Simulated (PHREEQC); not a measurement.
## Phosphoric acid bath (model solution)

Make-up at 20 °C: 0.056 mol KH2PO4 and 0.13 mol HCl per kg of water. Closed to the air; pH follows from the charge balance.

Computed with PHREEQC (ion-association model, phreeqc.dat).

The pH comes out as 1.18, the ionic strength comes out as 0.137 mol/kgw and the specific conductance is 30900 µS/cm. The density is 1.005 g/cm³. The total alkalinity is -130 meq/kg.

| species | molality | activity | log γ |
|---|---|---|---|
| Cl- | 0.130 | 0.0969 | -0.128 |
| H+ | 0.0811 | 0.0660 | -0.090 |
| K+ | 0.0560 | 0.0416 | -0.129 |
| H3PO4 | 0.0488 | 0.0504 | 0.014 |
| H2PO4- | 0.00715 | 0.00551 | -0.113 |
| HPO4-2 | 1.47e-8 | 5.04e-9 | -0.466 |

This is a speciation only: nothing precipitates in the calculation. Species that the database lacks are ignored.
